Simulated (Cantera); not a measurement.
**Low-pressure radical oxidation in H2/O2**

An isothermal, constant-pressure homogeneous reactor starts with 1.86 % H2, 98.1 % O2, equivalence ratio 0.0095, at 1025 K and 0.0120 bar.

Model: the H2/O2 subset of GRI-Mech 3.0, which has no nitrogen chemistry, integrated in Cantera. Radical loss at walls, strong at low pressure, is not modelled.

| t (s) | x H2 | x O2 | x HO2 | x H | x OH |
|---|---|---|---|---|---|
| 6.00e-6 | 0.0186 | 0.981 | 1.87e-12 | 1.82e-12 | <1e-12 |
| 1.68e-5 | 0.0186 | 0.981 | 5.24e-12 | 4.90e-12 | <1e-12 |
| 4.72e-5 | 0.0186 | 0.981 | 1.47e-11 | 1.23e-11 | 2.39e-12 |
| 0.000132 | 0.0186 | 0.981 | 4.14e-11 | 2.75e-11 | 1.46e-11 |
| 0.000372 | 0.0186 | 0.981 | 1.17e-10 | 5.99e-11 | 7.12e-11 |
| 0.00104 | 0.0186 | 0.981 | 3.32e-10 | 2.17e-10 | 3.87e-10 |
| 0.00292 | 0.0186 | 0.981 | 1.12e-9 | 4.37e-9 | 8.69e-9 |
| 0.00821 | 0.0185 | 0.981 | 6.68e-7 | 1.56e-5 | 3.08e-5 |
| 0.0230 | 0.000234 | 0.970 | 3.03e-6 | 0.00172 | 0.000812 |
| 0.0646 | 7.34e-5 | 0.976 | 2.14e-6 | 0.000508 | 0.000475 |
| 0.181 | 2.00e-5 | 0.980 | 1.23e-6 | 7.36e-5 | 0.000247 |
| 0.508 | 3.43e-6 | 0.981 | 4.87e-7 | 5.55e-6 | 0.000104 |
| 1.43 | 5.00e-7 | 0.981 | 1.41e-7 | 3.38e-7 | 4.10e-5 |
| 4.00 | 8.00e-8 | 0.981 | 3.46e-8 | 2.35e-8 | 1.69e-5 |
x: mole fraction; the columns are a selection and need not sum to one.

Equilibrium at this temperature and pressure: H2 3.16e-11, O2 0.981, HO2 6.28e-10, H <1e-12, OH 3.58e-7 (gas phase only).
